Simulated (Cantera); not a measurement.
An isothermal, constant-pressure homogeneous reactor starts with CO : O2 : H2O : N2 = 0.012 : 0.0039 : 0.0019 : 1 (molar parts), equivalence ratio 1.5, at 1025 K and 760 Torr. Integrator tolerance rtol = 1e-08.

Cantera simulation using GRI-Mech 3.0 (53 species, 325 reactions); the numbers are that mechanism's predictions, not measurements.

**Question.** What does this change do: pressure from 760 Torr to 3750 Torr?

**Answer.** 
```json
[
 {"quantity": "x(CO) at 2.00 s", "before": "0.00370 (gas-phase equilibrium 0.00348)", "after": "0.00843 (gas-phase equilibrium 0.00348)"},
 {"quantity": "x(O2) at 2.00 s", "before": "1.08e-9 (gas-phase equilibrium <1e-12)", "after": "0.00216 (gas-phase equilibrium <1e-12)"},
 {"quantity": "x(H2O) at 2.00 s", "before": "0.00143 (gas-phase equilibrium 0.00122)", "after": "0.00185 (gas-phase equilibrium 0.00122)"},
 {"quantity": "x(H2O2) at 2.00 s", "before": "<1e-12 (gas-phase equilibrium <1e-12)", "after": "6.10e-8 (gas-phase equilibrium <1e-12)"},
 {"quantity": "x(CO2) at 2.00 s", "before": "0.00813 (gas-phase equilibrium 0.00835)", "after": "0.00338 (gas-phase equilibrium 0.00835)"},
 {"quantity": "x(HO2) at 2.00 s", "before": "<1e-12 (gas-phase equilibrium <1e-12)", "after": "7.35e-7 (gas-phase equilibrium <1e-12)"},
 {"quantity": "x(NO2) at 2.00 s", "before": "<1e-12 (gas-phase equilibrium <1e-12)", "after": "3.08e-10 (gas-phase equilibrium <1e-12)"}
]
```
